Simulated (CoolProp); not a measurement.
Model: reference Helmholtz-energy equation of state, Lemmon 2006, in CoolProp. It is a short technical equation, of lower accuracy than the large ones.

Give the vapour pressure (MPa), surface tension (mN/m), liquid viscosity (µPa s) of saturated n-nonane at 158.95, 180.65, 189.25 °C.


```csv
T (°C),p (MPa),surface tension (mN/m),liquid viscosity (µPa s)
158.95,0.125,10.5,197
180.65,0.210,8.74,168
189.25,0.254,8.08,157
```

Viscosity comes from a separate model (Huber 2004). Surface tension comes from a separate correlation (Mulero 2012).
